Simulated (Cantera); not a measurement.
Charge: 1 mol CH3Cl, 1.7 mol Si, 6.4 mol H2, equilibrated at 0.00380 bar.

Method: chemical equilibrium by Gibbs-energy minimisation in Cantera with the NASA 1993 tables (ideal gas, pure condensed phases). Candidate condensed phases: C, C6H6, C7H8, C8H18, Si, SiC; 109 gas species. Mutual solubility and eutectic melting of coexisting phases are not modelled. The tables' values for SiCl, SiCl3 are old estimates; treat these amounts as uncertain. Gases not in the tables: Si2H6 and higher silanes. Equilibrium is a limit: real reactors are often held back by kinetics, nucleation or transport.

At 1500 °C, list the 5 most abundant gas species with their mole fractions, and the condensed phases.

H2 0.897, HCl 0.0763, SiCl2 0.0208, H 0.00437, Si 0.000561. Condensed: Si(l) + SiC(s).
